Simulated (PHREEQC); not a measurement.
A column of 0.5 m (30 cells, dispersivity 0.018 m, 60 s a shift, diffusion coefficient 3e-10 m²/s) holds 0.038 eq of the database's cation exchanger X per kg of pore water, first in equilibrium with 0.00076 mol/kgw ZnSO4, 0.00075 mol/kgw LiCl and 1e-05 mol/kgw HCl. It is flushed with 0.033 mol CaCl2, 0.0026 mol NaCl and 1e-05 mol HCl per kg of water, at 25 °C. Values are for the last cell. No CO2 enters from the air. No solid was allowed to form.

Computed with PHREEQC (ion-association model, phreeqc.dat).

| pore volumes | Ca in solution (mol/kgw) | Na in solution (mol/kgw) | S in solution (mol/kgw) | Li in solution (mol/kgw) | Zn in solution (mol/kgw) |
|---|---|---|---|---|---|
| 0 | 0 | 0 | 0.000760 | 0.000750 | 0.000760 |
| 0.15 | 0 | 0 | 0.000760 | 0.000750 | 0.000760 |
| 0.4167 | 0 | 8.79e-9 | 0.000760 | 0.000756 | 0.000773 |
| 0.55 | 0 | 3.83e-6 | 0.000748 | 0.000904 | 0.00121 |
| 0.8167 | ? | 0.000406 | 0.000557 | ? | 0.00920 |
| 0.95 | 0.000256 | 0.000919 | 0.000397 | 0.000895 | 0.0158 |
| 1.217 | 0.00560 | 0.00189 | 0.000147 | 0.000389 | 0.0212 |
| 1.35 | 0.0107 | 0.00219 | ? | 0.000227 | 0.0190 |
| 1.483 | 0.0159 | 0.00238 | 4.06e-5 | 0.000125 | 0.0154 |
| 1.75 | 0.0241 | 0.00254 | 9.42e-6 | 3.40e-5 | 0.00853 |
| 1.883 | 0.0268 | 0.00257 | 4.34e-6 | 1.70e-5 | 0.00600 |
| 2.15 | 0.0302 | 0.00259 | 8.65e-7 | 4.00e-6 | 0.00276 |
| 2.283 | 0.0312 | 0.00260 | 3.77e-7 | 1.89e-6 | 0.00183 |
| 2.55 | 0.0322 | 0.00260 | 6.93e-8 | 4.12e-7 | 0.000769 |
| 2.683 | 0.0325 | 0.00260 | 2.93e-8 | 1.90e-7 | 0.000492 |
| 2.817 | 0.0327 | 0.00260 | 1.23e-8 | 8.66e-8 | 0.000312 |
| 3.083 | 0.0329 | 0.00260 | 2.13e-9 | 1.78e-8 | 0.000123 |
| 3.217 | 0.0329 | 0.00260 | 8.81e-10 | 8.00e-9 | 7.65e-5 |
| 3.483 | 0.0330 | 0.00260 | 1.49e-10 | 1.60e-9 | 2.93e-5 |
| 3.617 | 0.0330 | 0.00260 | 6.08e-11 | 7.14e-10 | 1.80e-5 |
| 3.883 | 0.0330 | 0.00260 | 1.01e-11 | 1.41e-10 | 6.75e-6 |
| 4.017 | 0.0330 | 0.00260 | 4.11e-12 | 6.23e-11 | 4.12e-6 |

**Question.** Complete the blanks.

**Answer.** 
- 0.8167, Ca in solution (mol/kgw): 4.48e-6
- 0.8167, Li in solution (mol/kgw): 0.00113
- 1.35, S in solution (mol/kgw): 7.93e-5

Species that the database lacks are ignored.
